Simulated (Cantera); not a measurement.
Charge: 1 mol Cu₂O, 2400 mol H₂, 0.16 mol H₂O, equilibrated at 7.40 bar.

These are equilibrium values from Cantera (NASA tables, ideal gas, pure condensed phases), not measurements of a reactor. Candidate condensed phases: Cu, CuO, Cu(OH)₂, Cu₂O, H₂O; 12 gas species. Rates play no part.

**Question.** Which condensed phases are stable at each of these points (T (°C)): 452, 552, 652, 752, 852, 952, 1052, 1152, 1252, 1352, 1452, 1552?

**Answer.** 
```tsv
T (°C)	condensed phases	Cu condensed (%)
452	Cu(s)	100.0
552	Cu(s)	100.0
652	Cu(s)	100.0
752	Cu(s)	100.0
852	Cu(s)	100.0
952	Cu(s)	100.0
1052	Cu(s)	100.0
1152	Cu(l)	100.0
1252	Cu(l)	99.8
1352	Cu(l)	99.1
1452	Cu(l)	96.4
1552	Cu(l)	88.3
```

From 452 °C to 1052 °C the condensed part is Cu(s). From 1152 °C to 1552 °C the condensed part is Cu(l).
